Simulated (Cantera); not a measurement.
A Cantera script and what it prints.

```python
import numpy as np
import cantera as ct

gas_names = [...]  # 113 gases of nasa_gas.yaml made of C, H, O, Pb
cond_names = """
    C(gr) C6H6(L) C7H8(L) C8H18(L),n-octa H2O(s) H2O(L) Pb(cr) Pb(L) PbO(rd) PbO(yw) PbO(L) PbO2(s)
    Pb3O4(s)
""".split()


# ... load() reads the species with a 1 bar reference pressure and builds the phases ...
atoms = {
    'Pb': {'Pb': 1},
    'H2O': {'H': 2, 'O': 1},
    'CO': {'C': 1, 'O': 1},
}
top_T = {'C(gr)': 4500, 'Pb3O4(s)': 820}  # K; cautious upper limits of use, not melting points


# ... equilibrate(T, P, feed) seeds the gas with the atoms and calls Mixture.equilibrate('TP', solver="vcs", rtol=1e-11, max_steps=5000) ...
results = []
P = 11000  # Pa
for T in [848, 923, 998, 1073, 1148, 1223, 1298, 1373, 1448, 1523]:
    for m in [0.93, 1.2, 1.6, 2, 2.6, 3.3, 4.3, 5.5, 7.1, 9.2, 12, 15]:
        feed = {'Pb': 1, 'H2O': 4.8, 'CO': m}  # mol
        mix = equilibrate(T, P, feed)
        results.append((T, P, feed, dict(zip(mix.species_names, mix.species_moles))))

for T, P, feed, n in results:
    print(f"{T:7g} {feed['CO']:10.4g}  " + (" + ".join(c for c in cond_names if n.get(c, 0) > 1e-12) or "gas only"))
```

Result:

```
    848       0.93  Pb(L)
    848        1.2  Pb(L)
    848        1.6  Pb(L)
    848          2  Pb(L)
    848        2.6  Pb(L)
    848        3.3  Pb(L)
    848        4.3  Pb(L)
    848        5.5  Pb(L)
    848        7.1  Pb(L)
    848        9.2  C(gr) + Pb(L)
    848         12  C(gr) + Pb(L)
    848         15  C(gr) + Pb(L)
    923       0.93  Pb(L)
    923        1.2  Pb(L)
    923        1.6  Pb(L)
    923          2  Pb(L)
    923        2.6  Pb(L)
    923        3.3  Pb(L)
    923        4.3  Pb(L)
    923        5.5  Pb(L)
    923        7.1  Pb(L)
    923        9.2  Pb(L)
    923         12  Pb(L)
    923         15  Pb(L)
    998       0.93  Pb(L)
    998        1.2  Pb(L)
    998        1.6  Pb(L)
    998          2  Pb(L)
    998        2.6  Pb(L)
    998        3.3  Pb(L)
    998        4.3  Pb(L)
    998        5.5  Pb(L)
    998        7.1  Pb(L)
    998        9.2  Pb(L)
    998         12  Pb(L)
    998         15  Pb(L)
   1073       0.93  Pb(L)
   1073        1.2  Pb(L)
   1073        1.6  Pb(L)
   1073          2  Pb(L)
   1073        2.6  Pb(L)
   1073        3.3  Pb(L)
   1073        4.3  Pb(L)
   1073        5.5  Pb(L)
   1073        7.1  Pb(L)
   1073        9.2  Pb(L)
   1073         12  Pb(L)
   1073         15  Pb(L)
   1148       0.93  Pb(L)
   1148        1.2  Pb(L)
   1148        1.6  Pb(L)
   1148          2  Pb(L)
   1148        2.6  Pb(L)
   1148        3.3  Pb(L)
   1148        4.3  Pb(L)
   1148        5.5  Pb(L)
   1148        7.1  Pb(L)
   1148        9.2  Pb(L)
   1148         12  Pb(L)
   1148         15  Pb(L)
   1223       0.93  Pb(L)
   1223        1.2  Pb(L)
   1223        1.6  Pb(L)
   1223          2  Pb(L)
   1223        2.6  Pb(L)
   1223        3.3  Pb(L)
   1223        4.3  Pb(L)
   1223        5.5  Pb(L)
   1223        7.1  Pb(L)
   1223        9.2  Pb(L)
   1223         12  Pb(L)
   1223         15  Pb(L)
   1298       0.93  Pb(L)
   1298        1.2  Pb(L)
   1298        1.6  Pb(L)
   1298          2  Pb(L)
   1298        2.6  Pb(L)
   1298        3.3  Pb(L)
   1298        4.3  Pb(L)
   1298        5.5  Pb(L)
   1298        7.1  Pb(L)
   1298        9.2  Pb(L)
   1298         12  Pb(L)
   1298         15  Pb(L)
   1373       0.93  Pb(L)
   1373        1.2  Pb(L)
   1373        1.6  Pb(L)
   1373          2  Pb(L)
   1373        2.6  Pb(L)
   1373        3.3  Pb(L)
   1373        4.3  Pb(L)
   1373        5.5  Pb(L)
   1373        7.1  Pb(L)
   1373        9.2  Pb(L)
   1373         12  gas only
   1373         15  gas only
   1448       0.93  Pb(L)
   1448        1.2  Pb(L)
   1448        1.6  Pb(L)
   1448          2  gas only
   1448        2.6  gas only
   1448        3.3  gas only
   1448        4.3  gas only
   1448        5.5  gas only
   1448        7.1  gas only
   1448        9.2  gas only
   1448         12  gas only
   1448         15  gas only
   1523       0.93  gas only
   1523        1.2  gas only
   1523        1.6  gas only
   1523          2  gas only
   1523        2.6  gas only
   1523        3.3  gas only
   1523        4.3  gas only
   1523        5.5  gas only
   1523        7.1  gas only
   1523        9.2  gas only
   1523         12  gas only
   1523         15  gas only
```

Method: chemical equilibrium by Gibbs-energy minimisation in Cantera with the NASA 1993 tables (ideal gas, pure condensed phases).
